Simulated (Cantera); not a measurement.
Ammonia decomposition in nitride growth gas

An isothermal, constant-pressure homogeneous reactor starts with NH3 : H2 = 1 : 3.8 (molar parts), at 1900 K and 10.00 Torr.

Computed with Cantera and the gas-phase N/H chemistry of the illustrative SiF4/NH3 mechanism in the Surface Chemkin manual (1991). Walls and surfaces, which speed up NH3 decomposition in real reactors, are not modelled.

```
t (s)     x NH3   x H2    x N2H2     x NH2    x N2H4       x N
--------  -----  -----  --------  --------  --------  --------
0.000100  0.208  0.792    <1e-12   8.22e-7    <1e-12    <1e-12
0.000255  0.208  0.792  8.29e-12   2.08e-6    <1e-12    <1e-12
0.000652  0.208  0.792  7.58e-11   5.30e-6    <1e-12  2.12e-12
0.00166   0.208  0.792  5.96e-10   1.35e-5  2.63e-12  3.92e-11
0.00425   0.208  0.792   4.56e-9   3.44e-5  1.72e-11  6.72e-10
0.0108    0.208  0.792   3.75e-8   8.74e-5  1.11e-10   1.10e-8
0.0277    0.208  0.791   3.20e-7  0.000212  6.55e-10   1.55e-7
0.0706    0.206  0.792   1.06e-6  0.000341   1.69e-9   6.33e-7
0.180     0.202  0.795   1.09e-6  0.000344   1.72e-9   6.81e-7
0.460     0.190  0.802   1.01e-6  0.000329   1.58e-9   6.80e-7
1.18      0.163  0.817   8.35e-7  0.000297   1.28e-9   6.77e-7
3.00      0.114  0.846   5.30e-7  0.000231  7.78e-10   6.65e-7
```
x: mole fraction; the columns are a selection and need not sum to one.

Equilibrium at this temperature and pressure: NH3 8.05e-8, H2 0.907, N2H2 <1e-12, NH2 1.64e-9, N2H4 <1e-12, N 4.99e-10 (gas phase only).
